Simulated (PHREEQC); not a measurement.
Acid rinse or clean (model solution)

Solution (75 °C): 0.055 mol HCl and 0.00016 mol NaCl per kg of water. Closed to the air; pH follows from the charge balance.

Model: ion-association model, phreeqc.dat, run in PHREEQC.

| Item | Result |
|---|---|
| pH | 1.34 |
| ionic strength | 0.0552 mol/kgw |
| specific conductance | 47200 µS/cm |
| density | 0.976 g/cm³ |
| total alkalinity | -55.0 meq/kg |

```tsv
species	molality	activity	log γ
Cl-	0.0552	0.0436	-0.102
H+	0.0550	0.0460	-0.077
Na+	0.000160	0.000128	-0.096
```

This is a speciation only: nothing precipitates in the calculation. Species that the database lacks are ignored. Away from 25 °C the constants follow the database's enthalpies or fits; those with neither stay at their 25 °C values.
